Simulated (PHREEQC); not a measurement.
Consider water at 25 °C with 110 mmol/kgw H3PO4, 92 mmol/kgw NaOH and 0.07 mmol/kgw NaCl. Closed to the air; pH follows from the charge balance.

Equilibrium calculation in PHREEQC: ion-association model, phreeqc.dat.

Precipitation was switched off in this run.

Q: Estimate the pH, specific conductance, ionic strength.

A: pH 2.82; specific conductance 6880 µS/cm; ionic strength 0.0939 mol/kgw.

Q: In which forms is P present?

A: H2PO4- 85 %, H3PO4 15 % of the P.
